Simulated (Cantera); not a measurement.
# Si₂Cl₆ + NH₃ + N₂ (silicon nitride deposition)

Feed: 1 mol Si₂Cl₆, 2.8 mol NH₃, 17 mol N₂, held at 10.0 mbar.

Equilibrium computed with Cantera from the NASA thermochemical tables; the gas is ideal and each condensed phase is pure. Candidate condensed phases: NH₄Cl, Si, Si₃N₄; 28 gas species. The feed counts by its element totals alone. The tables' values for SiCl₃, SiCl are old estimates; treat these amounts as uncertain. Kinetics and transport are ignored.

| T (°C) | x N₂ | x HCl | x H₂ | x SiCl₂ | x SiCl₄ | x SiCl₃ | x H | x Cl | n Si₃N₄(s) |
|---|---|---|---|---|---|---|---|---|---|
| 1027 | 0.713 | 0.199 | 0.0739 | 0.00241 | 0.00942 | 0.00196 | 3.01e-6 | 6.82e-6 | 0.554 |
| 1077 | 0.713 | 0.195 | 0.0750 | 0.00565 | 0.00768 | 0.00295 | 6.53e-6 | 1.42e-5 | 0.533 |
| 1127 | 0.713 | 0.188 | 0.0778 | 0.0116 | 0.00554 | 0.00389 | 1.36e-5 | 2.70e-5 | 0.494 |
| 1177 | 0.713 | 0.176 | 0.0829 | 0.0206 | 0.00339 | 0.00437 | 2.72e-5 | 4.70e-5 | 0.433 |
| 1227 | 0.713 | 0.159 | 0.0900 | 0.0317 | 0.00175 | 0.00418 | 5.28e-5 | 7.50e-5 | 0.355 |
| 1277 | 0.715 | 0.139 | 0.0984 | 0.0435 | 0.000792 | 0.00352 | 9.88e-5 | 0.000111 | 0.268 |
| 1327 | 0.716 | 0.119 | 0.107 | 0.0547 | 0.000331 | 0.00271 | 0.000178 | 0.000156 | 0.181 |
| 1377 | 0.717 | 0.100 | 0.115 | 0.0648 | 0.000133 | 0.00198 | 0.000308 | 0.000210 | 0.100 |
x: gas mole fraction; n: condensed amount in mol.

From 1027 °C to 1377 °C the condensed part is Si₃N₄(s). The main Si-bearing gas is SiCl₄ at 1027 °C and SiCl₂ at 1377 °C. The share of Si in condensed phases is highest at 1027 °C (83.1 %) and lowest at 1377 °C (15.0 %).
